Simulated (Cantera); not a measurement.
An isothermal, constant-pressure homogeneous reactor starts with C₃H₈ : H₂ = 1 : 5.2 (molar parts), at 1098 K and 101000 Pa. Integrator tolerance rtol = 1e-08.

Detailed kinetics in Cantera: GRI-Mech 3.0 (53 species, 325 reactions). GRI-Mech 3.0 was tuned for natural gas; its chemistry of propane as a main component is partial and can be far from experiment. GRI-Mech 3.0 stops at C3 and has no aromatics, soot or wall deposition, so with more carbon than oxygen in the feed, carbon stays in small species such as C2H2 where larger ones or solid carbon would form.

Q: What does this change do: pressure from 101000 Pa to 370 Pa?

A: 
```
quantity                                            before                                     after
-----------------  ---------------------------------------  ----------------------------------------
x(C₃H₈) at 2.00 s  7.60e-5 (gas-phase equilibrium 2.10e-7)   0.00135 (gas-phase equilibrium 8.18e-9)
x(H₂) at 2.00 s        0.694 (gas-phase equilibrium 0.517)       0.725 (gas-phase equilibrium 0.702)
x(CH₄) at 2.00 s       0.175 (gas-phase equilibrium 0.482)       0.136 (gas-phase equilibrium 0.200)
x(C₂H₄) at 2.00 s  0.0923 (gas-phase equilibrium 0.000577)      0.133 (gas-phase equilibrium 0.0148)
x(C₂H₆) at 2.00 s  0.0367 (gas-phase equilibrium 0.000174)  0.000543 (gas-phase equilibrium 2.22e-5)
```
Radical loss at walls, strong at low pressure, is not modelled.

Q: What does this change do: pressure from 101000 Pa to 660 Pa?

A: 
| quantity | before | after |
|---|---|---|
| x(C₃H₈) at 2.00 s | 7.60e-5 (gas-phase equilibrium 2.10e-7) | 0.000648 (gas-phase equilibrium 2.28e-8) |
| x(H₂) at 2.00 s | 0.694 (gas-phase equilibrium 0.517) | 0.725 (gas-phase equilibrium 0.656) |
| x(CH₄) at 2.00 s | 0.175 (gas-phase equilibrium 0.482) | 0.136 (gas-phase equilibrium 0.269) |
| x(C₂H₄) at 2.00 s | 0.0923 (gas-phase equilibrium 0.000577) | 0.133 (gas-phase equilibrium 0.0172) |
| x(C₂H₆) at 2.00 s | 0.0367 (gas-phase equilibrium 0.000174) | 0.000593 (gas-phase equilibrium 4.29e-5) |
Radical loss at walls, strong at low pressure, is not modelled.
